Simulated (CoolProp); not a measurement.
Model: reference Helmholtz-energy equation of state, Akasaka 2024, in CoolProp.

Question: For R1132(E), give the phase and the cp (kJ/(kg K)), cv (kJ/(kg K)) at 400 K and 0.0206 MPa; 400 K and 0.206 MPa.

Answer: 
- 400 K and 0.0206 MPa: gas; cp 1.11, cv 0.980
- 400 K and 0.206 MPa: gas; cp 1.12, cv 0.982
